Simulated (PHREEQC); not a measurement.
**Ultrapure water in contact with air or piping (model solution)**

A made-up water analysis in mg/L, 25 °C, pH 6.19, pe 9: Na 0.0136; K 0.0369; Ca 0.0104; Mg 0.00289; Cl 0.0315; S(6) as SO4 0.0322; Alkalinity as HCO3 0.0521; Si as SiO2 0.000508; Zn 0.00179; O(0) (dissolved oxygen) 0.000428; F 0.000213; N(5) as NO3 4.7e-05; B 0.000146.

Na is adjusted to close the charge balance.
Valence states are taken as typed.

Model: ion-association model, phreeqc.dat, run in PHREEQC.

No solid was allowed to form.

Task: What ionic strength does the model give?

Result: ionic strength 3.81e-6 mol/kgw.

Task: In which forms is C present?

Result: CO2 59 %, HCO3- 41 % of the C.

Species that the database lacks are ignored. SiF6-2 is the database's only silicon fluoride. Real BF4- forms and hydrolyses slowly; the run takes it at equilibrium.
